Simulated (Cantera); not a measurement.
Input (Python, Cantera) and output of one run.

```python
import numpy as np
import cantera as ct

gas_names = """
    CL CL2 H HCL H2 Si SiCL SiCL2 SiCL3 SiCL4 SiH SiHCL3 SiH2 SiH2CL2 SiH3 SiH3CL SiH4 Si2 Si3
""".split()
cond_names = """
    Si(cr) Si(L)
""".split()


def load(file, names, dense=False):
    # The tables refer to 1 bar. Condensed volumes are neglected.
    table = {s.name: s for s in ct.Species.list_from_file(file)}
    out = []
    for n in names:
        d = dict(table[n].input_data)
        d["thermo"] = dict(d["thermo"], **{"reference-pressure": 1e5})
        if dense:
            d["equation-of-state"] = {"model": "constant-volume", "density": "1e6 g/cm^3"}
        out.append(ct.Species.from_dict(d))
    return out


gas = ct.Solution(thermo="ideal-gas", species=load("nasa_gas.yaml", gas_names))
cond = {s.name: ct.Solution(thermo="fixed-stoichiometry", species=[s], name=s.name)
        for s in load("nasa_condensed.yaml", cond_names, dense=True)}
atoms = {
    'SiH2Cl2': {'Si': 1, 'H': 2, 'CL': 2},
    'H2': {'H': 2},
}
top_T = {}  # K; cautious upper limits of use, not melting points


def equilibrate(T, P, feed):
    n = {}
    for name, mol in feed.items():
        for a, k in atoms[name].items():
            n[a] = n.get(a, 0.0) + k * mol
    gas.TPX = T, P, n
    mass = sum(n.values()) * gas.mean_molecular_weight
    gas.equilibrate("TP")
    valid = [c for c in cond.values() if c.min_temp <= T <= top_T.get(c.name, c.max_temp)]
    mix = ct.Mixture([(gas, mass / gas.mean_molecular_weight)] + [(c, 0.0) for c in valid])
    mix.T, mix.P = T, P
    mix.equilibrate("TP", solver="vcs", rtol=1e-11, max_steps=5000)
    return mix


results = []
feed = {'SiH2Cl2': 1, 'H2': 12}  # mol
P = 100000  # Pa
for T in [1198, 1248, 1298, 1348, 1398, 1448, 1498, 1548, 1598, 1648, 1698, 1748, 1798]:
    mix = equilibrate(T, P, feed)
    results.append((T, P, feed, dict(zip(mix.species_names, mix.species_moles))))

top = {s: max(r[3][s] / sum(r[3][g] for g in gas_names) for r in results) for s in gas_names}
cols = sorted((s for s in top if top[s] > 0.001), key=lambda s: -top[s])[:8]
seen = [c for c in cond_names if any(r[3].get(c, 0) > 1e-12 for r in results)]
print("log10 of partial pressures in bar; condensed amounts in mol")
print(f"{'T/K':>10s}" + "".join(f"{s[:9]:>10s}" for s in cols + seen))
for T, P, feed, n in results:
    ng = sum(n[g] for g in gas_names)
    print(f"{T:10.4g}" + "".join(f"{np.log10(max(n[s] / ng * P / 1e5, 1e-99)):10.3f}" for s in cols)
          + "".join(f"{n.get(c, 0):10.4g}" for c in seen))
```

Result:

```
log10 of partial pressures in bar; condensed amounts in mol
       T/K        H2       HCL     SiCL2     SiCL4    SiHCL3     SiCL3   SiH2CL2    Si(cr)     Si(L)
      1198    -0.029    -1.525    -2.649    -1.798    -1.872    -2.697    -2.830    0.5231         0
      1248    -0.032    -1.421    -2.410    -1.863    -1.928    -2.566    -2.859    0.5433         0
      1298    -0.036    -1.333    -2.205    -1.953    -2.001    -2.467    -2.901    0.5614         0
      1348    -0.039    -1.260    -2.033    -2.071    -2.096    -2.402    -2.957    0.5758         0
      1398    -0.042    -1.203    -1.895    -2.222    -2.215    -2.374    -3.031    0.5857         0
      1448    -0.045    -1.161    -1.789    -2.406    -2.358    -2.380    -3.121     0.591         0
      1498    -0.047    -1.132    -1.711    -2.620    -2.523    -2.417    -3.225    0.5928         0
      1548    -0.049    -1.113    -1.656    -2.854    -2.702    -2.478    -3.339    0.5923         0
      1598    -0.050    -1.102    -1.618    -3.099    -2.890    -2.555    -3.458    0.5903         0
      1648    -0.051    -1.096    -1.591    -3.346    -3.078    -2.640    -3.578    0.5876         0
      1698    -0.051    -1.091    -1.575    -3.589    -3.265    -2.730    -3.700         0    0.5872
      1748    -0.052    -1.077    -1.579    -3.818    -3.451    -2.824    -3.834         0    0.6005
      1798    -0.053    -1.065    -1.586    -4.040    -3.630    -2.918    -3.963         0     0.613
```

Cantera equilibrium calculation (NASA polynomials, part measured and part estimated; ideal gas, pure solids and liquids). The tables' values for SiCl3, SiCl are old estimates; treat these amounts as uncertain. Gases not in the tables: Si2H6 and higher silanes.
